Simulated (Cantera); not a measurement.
Cantera run, input and output.

```python
import numpy as np
import cantera as ct

gas = ct.Solution("gri30.yaml")
gas.TP = 300, 101325
flame = ct.CounterflowDiffusionFlame(gas, width=0.02)
flame.fuel_inlet.X, flame.fuel_inlet.T = {'CH3OH': 1}, 400
flame.oxidizer_inlet.X, flame.oxidizer_inlet.T = {'O2': 0.21, 'N2': 0.79}, 748
flame.set_refine_criteria(ratio=3, slope=0.12, curve=0.24, prune=0.03)
show = ['OH', 'H', 'NO', 'CO', 'C2H2']

rows = []
print(f"{'mdot':>8s}{'a_max':>10s}{'a_mean':>10s}{'Tmax/K':>9s}" + "".join(f"{s:>11s}" for s in show) + "   (peak mole fractions)")
for i, mdot in enumerate([0.25, 0.36, 0.51, 0.71, 1, 1.4, 2, 2.8]):  # kg/m2/s on the oxidiser side
    flame.oxidizer_inlet.mdot, flame.fuel_inlet.mdot = mdot, 1.6 * mdot
    flame.solve(loglevel=0, auto=(i == 0))
    if flame.T.max() < max(400, 748) + 100:
        print(f"{mdot:8.3g}  no burning solution found from the previous one")
        break
    dT = np.abs(np.gradient(flame.T, flame.grid))
    rows.append([flame.strain_rate("max"), flame.strain_rate("mean"), flame.T.max(),
                 *(flame.X[gas.species_index(s)].max() for s in show), max(dT[0], dT[-1]) / dT.max()])
    print(f"{mdot:8.3g}{rows[-1][0]:10.1f}{rows[-1][1]:10.1f}{rows[-1][2]:9.1f}" + "".join(f"{x:11.3e}" for x in rows[-1][3:-1]))
```

Result:

```
    mdot     a_max    a_mean   Tmax/K         OH          H         NO         CO       C2H2   (peak mole fractions)
    0.25     224.8      47.1   2221.0  1.230e-02  7.760e-03  1.644e-04  1.901e-01  1.395e-04
    0.36     313.0      67.8   2179.3  1.250e-02  8.707e-03  1.184e-04  1.882e-01  1.795e-04
    0.51     430.4      96.0   2133.7  1.254e-02  9.628e-03  8.699e-05  1.859e-01  2.243e-04
    0.71     584.0     133.7   2087.8  1.241e-02  1.053e-02  6.688e-05  1.830e-01  2.726e-04
       1     805.2     188.3   2041.7  1.229e-02  1.142e-02  5.349e-05  1.801e-01  3.284e-04
     1.4    1106.4     263.7   2001.2  1.219e-02  1.236e-02  4.486e-05  1.778e-01  3.875e-04
       2    1554.5     376.6   1953.1  1.183e-02  1.321e-02  3.698e-05  1.744e-01  4.412e-04
     2.8    2143.7     527.3   1907.2  1.134e-02  1.385e-02  3.062e-05  1.709e-01  4.736e-04
```

Cantera simulation using GRI-Mech 3.0 (53 species, 325 reactions); the numbers are that mechanism's predictions, not measurements. GRI-Mech 3.0 was tuned for natural gas; its chemistry of methanol as a main component is partial and can be far from experiment. GRI-Mech 3.0 has no aromatics or soot, which form on the fuel side of real flames. The maximum strain rate includes the flame's own expansion and is several times the mean.
